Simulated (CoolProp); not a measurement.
Vapour-liquid equilibrium of n-heptane (1) + toluene (2) at 0.0561 MPa; x and y are mole fractions of (1).

Model: multi-fluid Helmholtz-energy mixture model, Span 2003 and Lemmon 2006; pair parameters Bell 2016, in CoolProp.

```
x     bubble temperature (°C)  y at the bubble point  dew temperature at overall composition x (°C)  liquid density (mol/L)
----  -----------------------  ---------------------  ---------------------------------------------  ----------------------
0.05                     89.5                  0.094                                           90.2                   8.523
0.2                      86.1                  0.304                                           87.7                   8.098
0.35                     83.9                  0.457                                           85.4                   7.702
0.5                      82.3                  0.585                                           83.3                   7.336
0.65                     81.1                  0.705                                           81.6                   6.998
0.8                      80.3                  0.827                                           80.4                   6.686
0.95                     79.6                  0.955                                           79.7                   6.397
```

No azeotrope shows between x = 0.05 and 0.95.

The pair parameters rest on a limited set of measurements; away from them the model extrapolates.
